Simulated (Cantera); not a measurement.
A perfectly stirred reactor is fed with CH4 : H2O : H2 = 1 : 1.8 : 1.2 (molar parts), at 0.276 atm; it is held at 1523 K, and followed from long to short residence time.

Computed with Cantera and GRI-Mech 3.0 (53 species, 325 reactions).

What does this change do: H2 1.2 to 5.8 parts?


```tsv
quantity	before	after
x(CH4) at τ = 4.00 s	0.0831	0.0591
x(H2O) at τ = 4.00 s	0.350	0.192
x(H2) at τ = 4.00 s	0.489	0.721
x(H) at τ = 4.00 s	2.59e-5	3.32e-5
x(CO) at τ = 4.00 s	0.0212	0.00509
x(CH4) at τ = 13.0 ms	0.246	0.116
x(H2O) at τ = 13.0 ms	0.449	0.209
x(H2) at τ = 13.0 ms	0.303	0.675
x(H) at τ = 13.0 ms	1.37e-5	2.66e-5
x(CO) at τ = 13.0 ms	1.55e-5	2.48e-6
```

What does this change do: pressure from 0.276 atm to 4.93 atm?


| quantity | before | after |
|---|---|---|
| x(CH4) at τ = 4.00 s | 0.0831 | 0.130 |
| x(H2O) at τ = 4.00 s | 0.350 | 0.336 |
| x(H2) at τ = 4.00 s | 0.489 | 0.467 |
| x(H) at τ = 4.00 s | 2.59e-5 | 7.03e-6 |
| x(CO) at τ = 4.00 s | 0.0212 | 0.0370 |
| x(CH4) at τ = 13.0 ms | 0.246 | 0.236 |
| x(H2O) at τ = 13.0 ms | 0.449 | 0.446 |
| x(H2) at τ = 13.0 ms | 0.303 | 0.312 |
| x(H) at τ = 13.0 ms | 1.37e-5 | 4.41e-6 |
| x(CO) at τ = 13.0 ms | 1.55e-5 | 0.000116 |
